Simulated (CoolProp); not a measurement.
Values from CoolProp's reference Helmholtz-energy equation of state, Lemmon 2013.

Give the vapour pressure (bar), enthalpy of vaporisation (kJ/kg), liquid cp (kJ/(kg K)) of saturated propylene at 262.8, 273.7, 306.3 K.


| T (K) | p (bar) | enthalpy of vaporisation (kJ/kg) | liquid cp (kJ/(kg K)) |
|---|---|---|---|
| 262.8 | 4.23 | 393 | 2.37 |
| 273.7 | 5.94 | 377 | 2.44 |
| 306.3 | 14.1 | 318 | 2.77 |
